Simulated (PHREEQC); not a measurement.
## Nickel, zinc or cadmium bath: an equilibrium model

Consider water at 20 °C with 0.0032 mol/kgw CdSO4, 0.001 mol/kgw NaCl and 6.2e-05 mol/kgw FeSO4. It is in equilibrium with CO2 at log p = -1 (atm). Otherwise closed; pH follows from the charge balance.

All values are PHREEQC results (ion-association model, wateq4f.dat), not measurements.

No solid was allowed to form.

Q: Estimate the pH, ionic strength.

A: pH 4.41; ionic strength 0.0109 mol/kgw.

Q: In which forms is Fe present?

A: Fe+2 85 %, FeSO4 15 % of the Fe.
